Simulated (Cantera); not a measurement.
Feed: 1 mol SiH4, 2.3 mol NH3, 1.4 mol H2, equilibrated at 1475 K.

Equilibrium computed with Cantera from the NASA thermochemical tables; the gas is ideal and each condensed phase is pure. Candidate condensed phases: Si, Si3N4; 18 gas species. Mutual solubility and eutectic melting of coexisting phases are not modelled. Rates play no part.

x: gas mole fraction; n: condensed amount in mol.

```tsv
P (Pa)	x H2	x N2	x H	x Si	n Si(s)	n Si3N4(s)
5	0.855	0.144	0.00170	0.000115	0.999	0
36	0.920	?	?	?	?	?
260	0.934	0.0659	?	?	0	0.333
1900	0.934	0.0659	9.09e-5	2.44e-8	0	0.333
14000	0.934	0.0659	3.35e-5	8.76e-10	0	0.333
100000	0.934	0.0659	1.25e-5	3.31e-11	0	0.333
```

### Question
Fill in the missing entries.

### Answer

- 260, x H: 0.000246
- 260, x Si: 6.73e-7
- 36, x N2: 0.0798
- 36, x H: 0.000655
- 36, x Si: 1.60e-5
- 36, n Si(s): 0.166
- 36, n Si3N4(s): 0.278
